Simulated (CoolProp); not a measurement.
Model: reference Helmholtz-energy equation of state, Lemmon 2005, in CoolProp. It is a short technical equation, of lower accuracy than the large ones.

**Question.** For 1-butene, give the phase and the density (kg/m³), cv (kJ/(kg K)), Joule-Thomson coefficient (K/MPa) at 164.8 K and 77.3 bar; 225.3 K and 77.3 bar; 233.9 K and 77.3 bar.

**Answer.** 
- 164.8 K and 77.3 bar: liquid; density 739, cv 1.29, Joule-Thomson coefficient -0.550
- 225.3 K and 77.3 bar: liquid; density 678, cv 1.39, Joule-Thomson coefficient -0.486
- 233.9 K and 77.3 bar: liquid; density 669, cv 1.41, Joule-Thomson coefficient -0.472
